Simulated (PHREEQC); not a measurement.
Dissolve 1.4 mmol/kgw HNO3, 0.91 mmol/kgw ZnSO4 and 62 mmol/kgw CuCl2 at 55 °C. It is in equilibrium with CO2 at log p = -2 (atm). Otherwise closed; pH follows from the charge balance.

Model: ion-association model, phreeqc.dat, run in PHREEQC.

Task: The ionic strength comes out as 0.154 mol/kgw. What activity coefficients do Cu+2, ZnCl+, ZnCl3-, Zn+2, SO4-2 get?

Result: Cu+2 0.33, ZnCl+ 0.73, ZnCl3- 0.73, Zn+2 0.31, SO4-2 0.30.

No solid was allowed to form. Complexes and solids missing from the database can't appear. Away from 25 °C the constants follow the database's enthalpies or fits; those with neither stay at their 25 °C values.
